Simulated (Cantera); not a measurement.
Input (Python, Cantera) and output of one run.

```python
import numpy as np
import cantera as ct

gas_names = """
    C CN CO CO2 C2 CCN CNC C2N2 C2O C3 C3O2 C4 C4N2 C5 N NCO NO NO2 NO3 N2 N2O O O2 O3 Si SiC SiC2 SiN
    SiO SiO2 Si2 Si2C Si2N Si3
""".split()
cond_names = """
    C(gr) Si(cr) Si(L) SiC(b) SiO2(Lqz) SiO2(hqz) SiO2(L) Si2N2O(s) Si3N4(a)
""".split()


# ... load() reads the species with a 1 bar reference pressure and builds the phases ...
atoms = {
    'SiC': {'Si': 1, 'C': 1},
    'O2': {'O': 2},
    'N2': {'N': 2},
}
top_T = {'C(gr)': 4500, 'SiC(b)': 3050, 'Si2N2O(s)': 2100, 'Si3N4(a)': 2400}  # K; cautious upper limits of use, not melting points


# ... equilibrate(T, P, feed) seeds the gas with the atoms and calls Mixture.equilibrate('TP', solver="vcs", rtol=1e-11, max_steps=5000) ...
results = []
T = 1825  # K
P = 1333.22  # Pa
for m in [1.1, 2, 3.7, 6.8, 12, 23, 43, 78, 140, 270, 490, 910]:
    feed = {'SiC': 1, 'O2': 1.5, 'N2': m}  # mol
    mix = equilibrate(T, P, feed)
    results.append((T, P, feed, dict(zip(mix.species_names, mix.species_moles))))
    x = sorted(zip(gas.X, gas.species_names), reverse=True)
    print(f"T = {T:g} K  P = {P:g} Pa  n(N2) = {m:g} mol  gas = {mix.phase_moles(0):.4g} mol")
    print("   x: " + "  ".join(f"{s} {v:.3e}" for v, s in x if v > 0.0001))
    print("   condensed (mol): " + ("  ".join(f"{mix.phase(i).name} {mix.phase_moles(i):.4g}"
          for i in range(1, mix.n_phases) if mix.phase_moles(i) > 1e-12) or "none"))
```

Output:

```
T = 1825 K  P = 1333.22 Pa  n(N2) = 1.1 mol  gas = 2.112 mol
   x: N2 5.209e-01  CO 4.679e-01  SiO 5.637e-03  CO2 5.636e-03
   condensed (mol): SiO2(L) 0.9881
T = 1825 K  P = 1333.22 Pa  n(N2) = 2 mol  gas = 3.014 mol
   x: N2 6.635e-01  CO 3.270e-01  SiO 4.713e-03  CO2 4.712e-03
   condensed (mol): SiO2(L) 0.9858
T = 1825 K  P = 1333.22 Pa  n(N2) = 3.7 mol  gas = 4.718 mol
   x: N2 7.843e-01  CO 2.082e-01  SiO 3.760e-03  CO2 3.760e-03
   condensed (mol): SiO2(L) 0.9823
T = 1825 K  P = 1333.22 Pa  n(N2) = 6.8 mol  gas = 7.823 mol
   x: N2 8.693e-01  CO 1.249e-01  SiO 2.913e-03  CO2 2.912e-03
   condensed (mol): SiO2(L) 0.9772
T = 1825 K  P = 1333.22 Pa  n(N2) = 12 mol  gas = 13.03 mol
   x: N2 9.210e-01  CO 7.450e-02  SiO 2.250e-03  CO2 2.249e-03
   condensed (mol): SiO2(L) 0.9707
T = 1825 K  P = 1333.22 Pa  n(N2) = 23 mol  gas = 24.04 mol
   x: N2 9.568e-01  CO 3.995e-02  SiO 1.648e-03  CO2 1.646e-03
   condensed (mol): SiO2(L) 0.9604
T = 1825 K  P = 1333.22 Pa  n(N2) = 43 mol  gas = 44.05 mol
   x: N2 9.761e-01  CO 2.149e-02  SiO 1.209e-03  CO2 1.207e-03
   condensed (mol): SiO2(L) 0.9467
T = 1825 K  P = 1333.22 Pa  n(N2) = 78 mol  gas = 79.07 mol
   x: N2 9.865e-01  CO 1.175e-02  SiO 8.945e-04  CO2 8.923e-04
   condensed (mol): SiO2(L) 0.9292
T = 1825 K  P = 1333.22 Pa  n(N2) = 140 mol  gas = 141.1 mol
   x: N2 9.922e-01  CO 6.428e-03  SiO 6.622e-04  CO2 6.592e-04
   condensed (mol): SiO2(L) 0.9065
T = 1825 K  P = 1333.22 Pa  n(N2) = 270 mol  gas = 271.1 mol
   x: N2 9.958e-01  CO 3.223e-03  SiO 4.700e-04  CO2 4.656e-04
   condensed (mol): SiO2(L) 0.8724
T = 1825 K  P = 1333.22 Pa  n(N2) = 490 mol  gas = 491.2 mol
   x: N2 9.976e-01  CO 1.699e-03  SiO 3.427e-04  CO2 3.367e-04
   condensed (mol): SiO2(L) 0.8313
T = 1825 K  P = 1333.22 Pa  n(N2) = 910 mol  gas = 911.2 mol
   x: N2 9.986e-01  CO 8.601e-04  SiO 2.461e-04  CO2 2.374e-04
   condensed (mol): SiO2(L) 0.7752
```

Cantera equilibrium calculation (NASA polynomials, part measured and part estimated; ideal gas, pure solids and liquids). The tables hold silica as quartz up to 1696 K and as liquid above; real silica turns to tridymite and cristobalite and melts near 1996 K.
